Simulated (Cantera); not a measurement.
A perfectly stirred reactor is fed with H2 : O2 : N2 = 0.0073 : 1 : 0.31 (molar parts), at 2900 Pa; it is held at 1098 K, and followed from long to short residence time.

Detailed kinetics in Cantera: the H2/O2 subset of GRI-Mech 3.0, which has no nitrogen chemistry. Radical loss at walls, strong at low pressure, is not modelled.

Question: What does this change do: H2 0.0073 to 0.01 parts?

Answer: 
| quantity | before | after |
|---|---|---|
| x(H2) at τ = 5.10 s | 2.09e-5 | 2.45e-5 |
| x(O2) at τ = 5.10 s | 0.758 | 0.756 |
| x(H2O2) at τ = 5.10 s | 1.55e-8 | 2.04e-8 |
| x(HO2) at τ = 5.10 s | 3.47e-7 | 4.18e-7 |
| x(H) at τ = 5.10 s | 1.69e-6 | 2.27e-6 |
| x(H2) at τ = 48.0 ms | 0.000292 | 0.000340 |
| x(O2) at τ = 48.0 ms | 0.757 | 0.754 |
| x(H2O2) at τ = 48.0 ms | 5.54e-8 | 6.72e-8 |
| x(HO2) at τ = 48.0 ms | 1.86e-6 | 2.22e-6 |
| x(H) at τ = 48.0 ms | 0.000104 | 0.000151 |

Question: What does this change do: 0.04 parts H2O added?

Answer: 
```
quantity                  before     after
----------------------  --------  --------
x(H2) at τ = 5.10 s      2.09e-5   1.84e-5
x(O2) at τ = 5.10 s        0.758     0.736
x(H2O2) at τ = 5.10 s    1.55e-8   4.43e-8
x(HO2) at τ = 5.10 s     3.47e-7   4.49e-7
x(H) at τ = 5.10 s       1.69e-6   1.23e-6
x(H2) at τ = 48.0 ms    0.000292  0.000315
x(O2) at τ = 48.0 ms       0.757     0.735
x(H2O2) at τ = 48.0 ms   5.54e-8   1.29e-7
x(HO2) at τ = 48.0 ms    1.86e-6   2.81e-6
x(H) at τ = 48.0 ms     0.000104   8.93e-5
```
